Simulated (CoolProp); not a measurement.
Properties of chlorine along the isobar 0.101 MPa (Tc = 416.9 K, pc = 7.642 MPa, ω = 0.070).

The numbers come from the reference Helmholtz-energy equation of state, Thol 2021 in CoolProp.

```csv
T (K),phase,cp (kJ/(kg K)),isothermal compressibility (1/MPa)
251.1,gas,0.4851,10.13
263.5,gas,0.4864,10.10
276,gas,0.4877,10.07
288.4,gas,(withheld),10.04
300.8,gas,(withheld),10.03
313.3,gas,0.4919,10.01
325.7,gas,(withheld),9.996
338.1,gas,(withheld),9.985
350.5,gas,(withheld),9.975
363,gas,0.4979,9.967
375.4,gas,0.4993,9.960
387.8,gas,0.5006,9.954
400.2,gas,0.5019,9.949
412.7,gas,0.5032,9.944
```

Question: What belongs in the gaps?

Answer: 
- 288.4, cp (kJ/(kg K)): 0.4890
- 300.8, cp (kJ/(kg K)): 0.4904
- 325.7, cp (kJ/(kg K)): 0.4934
- 338.1, cp (kJ/(kg K)): 0.4950
- 350.5, cp (kJ/(kg K)): 0.4965
